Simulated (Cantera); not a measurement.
# Hydrocarbon pyrolysis for carbon deposition

An isothermal, constant-pressure homogeneous reactor starts with 14.3 % C3H8, 85.7 % H2, at 1350 K and 1.01 bar.

Computed with Cantera and GRI-Mech 3.0 (53 species, 325 reactions). GRI-Mech 3.0 was tuned for natural gas; its chemistry of propane as a main component is partial and can be far from experiment. GRI-Mech 3.0 stops at C3 and has no aromatics, soot or wall deposition, so with more carbon than oxygen in the feed, carbon stays in small species such as C2H2 where larger ones or solid carbon would form.

```tsv
t (s)	x C3H8	x H2	x C2H2	x C2H4	x CH3	x C2H6	x C2H
8.00e-6	0.142	0.856	5.16e-8	0.00100	0.000353	7.16e-5	<1e-12
2.29e-5	0.135	0.852	2.42e-6	0.00625	0.000705	0.000394	<1e-12
6.57e-5	0.114	0.837	4.31e-5	0.0243	0.000719	0.00156	1.39e-12
0.000188	0.0694	0.804	0.000397	0.0627	0.000540	0.00357	1.42e-11
0.000539	0.0174	0.766	0.00235	0.106	0.000237	0.00433	8.27e-11
0.00154	0.00137	0.754	0.00673	0.115	6.79e-5	0.00329	1.14e-10
0.00442	4.63e-5	0.753	0.0123	0.109	3.54e-5	0.00255	1.16e-10
0.0127	9.79e-6	0.753	0.0222	0.0969	3.18e-5	0.00209	1.85e-10
0.0363	7.04e-6	0.752	0.0376	0.0767	2.93e-5	0.00163	2.78e-10
0.104	4.86e-6	0.747	0.0488	0.0588	2.69e-5	0.00122	3.05e-10
0.298	4.00e-6	0.732	0.0475	0.0502	2.64e-5	0.00102	2.49e-10
0.853	3.09e-6	0.706	0.0401	0.0412	2.57e-5	0.000811	1.63e-10
2.44	1.96e-6	0.671	0.0302	0.0298	2.36e-5	0.000567	8.92e-11
7.00	1.14e-6	0.640	0.0211	0.0202	2.12e-5	0.000385	4.74e-11
```
x: mole fraction; the columns are a selection and need not sum to one.

Equilibrium at this temperature and pressure: C3H8 8.62e-7, H2 0.627, C2H2 0.0173, C2H4 0.0164, CH3 2.02e-5, C2H6 0.000321, C2H 3.48e-11 (gas phase only).
